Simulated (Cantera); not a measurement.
Charge: 1 mol SiCl₄, 3.3 mol O₃, 33 mol N₂, at 2025 K and 100000 Pa.

Cantera equilibrium calculation (NASA polynomials, part measured and part estimated; ideal gas, pure solids and liquids). The tables hold silica as quartz up to 1696 K and as liquid above; real silica turns to tridymite and cristobalite and melts near 1996 K. Equilibrium is a limit: real reactors are often held back by kinetics, nucleation or transport.

| species | before | after |
|---|---|---|
| N₂ | 0.811 | 0.826 |
| O₂ | 0.0943 | 0.0976 |
| Cl | 0.0792 | 0.0461 |
| Cl₂ | 0.00954 | 0.0270 |
| O | 0.000248 | 2.99e-5 |
| NO | 0.00557 | 0.00266 |
| ClO | 0.000360 | 0.000262 |
| SiO₂(l), mol | 1.000 | 0 |
| SiO₂(condensed), mol | 0 | 1.000 |
Gas species are given as mole fractions.

Q: What was changed between the two runs?
(A) O₃ from 3.3 to 0.35 mol
(B) temperature from 2025 K to 1775 K
(C) temperature from 2025 K to 1423 K
(D) temperature from 2025 K to 1575 K

A: B, temperature from 2025 K to 1775 K
